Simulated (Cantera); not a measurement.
**Silicon nitride deposition: SiCl4 + N2**

Charge: 1 mol SiCl4, 18 mol N2, at 22.0 Pa.

Cantera equilibrium calculation (NASA polynomials, part measured and part estimated; ideal gas, pure solids and liquids). Candidate condensed phases: Si, Si3N4; 13 gas species. The tables' values for SiCl3, SiCl, SiN are old estimates; treat these amounts as uncertain. Rates play no part.

From 1573 K to 2123 K nothing is condensed. The main Si-bearing gas is SiCl2 throughout.

```
T (K)   x N2    x Cl  x SiCl2   x SiCl4      x Si   x SiCl3
-----  -----  ------  -------  --------  --------  --------
1573   0.897  0.0526   0.0205    0.0176   2.60e-9    0.0117
1623   0.880  0.0707   0.0302   0.00831   1.66e-8    0.0104
1673   0.868  0.0834   0.0381   0.00288   1.04e-7   0.00725
1723   0.862  0.0898   0.0428  0.000813   6.22e-7   0.00430
1773   0.860  0.0927   0.0451  0.000216   3.44e-6   0.00240
1823   0.858  0.0940   0.0462   5.84e-5   1.74e-5   0.00132
1873   0.858  0.0948   0.0466   1.65e-5   8.05e-5  0.000738
1923   0.857  0.0958   0.0464   4.96e-6  0.000338  0.000421
1973   0.854  0.0981   0.0451   1.58e-6   0.00125  0.000244
2023   0.849   0.104   0.0415   5.42e-7   0.00387  0.000142
2073   0.839   0.114   0.0346   1.93e-7   0.00932   8.05e-5
2123   0.825   0.130   0.0251   6.65e-8    0.0174   4.16e-5
```
x: gas mole fraction; nothing condenses.
